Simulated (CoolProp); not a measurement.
The fluid at 298.15 K and 0.19 MPa is throttled through a valve to 0.0732 MPa with no heat exchange. The same conditions are run with several fluids, on thermodynamics alone (safety and materials aside).

The numbers come from the reference Helmholtz-energy equation of state of each fluid (R152A: Outcalt 1996; R407C: Lemmon 2003; carbon monoxide: Lemmon 2006; propylene: Lemmon 2013; chloromethane (R40): Thol 2014) in CoolProp. Blends and air are pseudo-pure fits.

Task: Rank R152A, R407C, carbon monoxide, propylene, chloromethane (R40) by temperature change (K), highest first.

Result: carbon monoxide (-0.3), propylene (-2.0), R407C (-2.4), R152A (-3.4), chloromethane (R40) (-4.4)

| fluid | final density (kg/m³) |
|---|---|
| R152A | 2.00 |
| R407C | 2.60 |
| carbon monoxide | 0.828 |
| propylene | 1.26 |
| chloromethane (R40) | 1.53 |
